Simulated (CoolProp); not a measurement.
R113 along the isobar 61 bar: Z from the reference equation and from simpler models built on Tc = 487.2 K, pc = 33.92 bar, ω = 0.253; each cubic takes its own stable root.

The numbers come from the reference Helmholtz-energy equation of state, Marx 1992 in CoolProp.

```
T (K)   phase  reference  van der Waals  Soave-Redlich-Kwong
-----  ------  ---------  -------------  -------------------
267.3  liquid     0.3121         0.4999               0.3354
280.4  liquid     0.3028         0.4830               0.3246
293.4  liquid     0.2947              …               0.3152
306.5  liquid     0.2875         0.4546               0.3069
319.5  liquid     0.2811         0.4428               0.2999
332.6  liquid          …         0.4322               0.2939
345.6  liquid          …         0.4229               0.2889
358.7  liquid     0.2667         0.4148               0.2849
371.8  liquid     0.2633         0.4077               0.2819
384.8  liquid          …         0.4018               0.2800
397.9  liquid     0.2589         0.3969               0.2792
410.9  liquid     0.2579         0.3930               0.2796
424    liquid     0.2579         0.3903               0.2813
```

Q: Some entries are withheld; supply them.

A: 
- 293.4, van der Waals: 0.4681
- 332.6, reference: 0.2755
- 345.6, reference: 0.2707
- 384.8, reference: 0.2607
